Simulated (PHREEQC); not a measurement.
# Alkaline etch or developer

A solution holds 0.038 mol KOH and 0.023 mol CO2 per kg of water, at 35 °C. Closed to the air; pH follows from the charge balance.

Equilibrium calculation in PHREEQC: ion-association model, phreeqc.dat.

Each row changes one thing in this solution. No solid was allowed to form.

```tsv
case	pH	ionic strength (mol/kgw)	CO3-2 (mol/kgw)	HCO3- (mol/kgw)	CO2 (mol/kgw)
as made	10.23	0.0525	0.0146	0.00844	8.17e-7
diluted 2-fold with water	10.26	0.0261	0.00705	0.00444	4.29e-7
0.0011 mol/kgw NaCl added	10.23	0.0533	0.0144	0.00844	8.27e-7
KOH left out	3.98	0.000107	5.87e-11	0.000107	0.0229
KOH from 0.038 to 0.19 mol/kgw	12.68	0.213	0.0230	3.42e-5	1.02e-11
KOH from 0.038 to 0.0076 mol/kgw	5.96	0.00760	5.13e-7	0.00760	0.0154
CO2 replaced by NaHCO3 at the same molality	11.76	0.0750	0.0184	0.000297	8.39e-10
KOH from 0.038 to 0.0342 mol/kgw	9.97	0.0452	0.0110	0.0120	2.16e-6
```
